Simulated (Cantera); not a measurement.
What does this Cantera script print?

```python
import numpy as np
import cantera as ct

gas_names = """
    CL CL2 H HCL H2 Si SiCL SiCL2 SiCL3 SiCL4 SiH SiHCL3 SiH2 SiH2CL2 SiH3 SiH3CL SiH4 Si2 Si3
""".split()
cond_names = """
    Si(cr) Si(L)
""".split()


# ... load() reads the species with a 1 bar reference pressure and builds the phases ...
atoms = {
    'Si2H6': {'Si': 2, 'H': 6},
    'HCl': {'H': 1, 'CL': 1},
    'H2': {'H': 2},
}
top_T = {}  # K; cautious upper limits of use, not melting points


# ... equilibrate(T, P, feed) seeds the gas with the atoms and calls Mixture.equilibrate('TP', solver="vcs", rtol=1e-11, max_steps=5000) ...
results = []
feed = {'Si2H6': 1, 'HCl': 0.046, 'H2': 210}  # mol
T = 925  # K
P = 130  # Pa
mix = equilibrate(T, P, feed)
results.append((T, P, feed, dict(zip(mix.species_names, mix.species_moles))))
x = sorted(zip(gas.X, gas.species_names), reverse=True)
print(f"T = {T:g} K  P = {P:g} Pa  gas = {mix.phase_moles(0):.4g} mol")
print("   x: " + "  ".join(f"{s} {v:.3e}" for v, s in x if v > 1e-06))
print("   condensed (mol): " + ("  ".join(f"{mix.phase(i).name} {mix.phase_moles(i):.4g}"
      for i in range(1, mix.n_phases) if mix.phase_moles(i) > 1e-12) or "none"))
```

Result:

```
T = 925 K  P = 130 Pa  gas = 213 mol
   x: H2 9.998e-01  HCL 2.158e-04
   condensed (mol): Si(cr) 2
```

These are equilibrium values from Cantera (NASA tables, ideal gas, pure condensed phases), not measurements of a reactor. The feed counts by its element totals alone.
